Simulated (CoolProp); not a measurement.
1000 sccm (0 °C, 1 atm) of nitrogen bubbles through liquid ethylbenzene at 324.1 K and leaves saturated at a total pressure of 0.141 MPa (ideal gas phase). Each further row changes one setting.

Values from CoolProp's reference Helmholtz-energy equation of state, Zhou 2012.

```tsv
case	vapour pressure (kPa)	mole fraction of vapour	delivery (mg/min)	delivery (sccm)	change of delivery for a bath 1 K warmer (%)
as stated	4.91	0.0348	171	36.1	5.0
bath temperature 329.1 K	6.18	0.0438	217	45.8	4.8
total pressure 0.282 MPa	4.91	0.0174	83.9	17.7	4.9
```
